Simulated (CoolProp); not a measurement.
Carbonyl sulfide at several states: fugacity coefficient from the reference equation and from simpler models built on Tc = 105.6 °C, pc = 63.69 bar, ω = 0.098; each cubic takes its own stable root.

Model: reference Helmholtz-energy equation of state, Lemmon 2006, in CoolProp. It is a short technical equation, of lower accuracy than the large ones.

```
T (°C)   p (bar)          phase  reference
-------  -------  -------------  ---------
139.45        65  supercritical     0.7476
-114.55    0.449         liquid    0.02758
5.55        3.32            gas     0.9555
231.35     0.191            gas     0.9996
```

Question: How far does each simpler model (Redlich-Kwong, Soave-Redlich-Kwong) lie from the reference over these 4 states: mean and median of the absolute difference, and the worst?

Answer: 
- Redlich-Kwong: mean 8.1 %, median 0.4 %, worst -31.7 % at -114.55 °C and 0.449 bar
- Soave-Redlich-Kwong: mean 0.4 %, median 0.1 %, worst -1.3 % at -114.55 °C and 0.449 bar
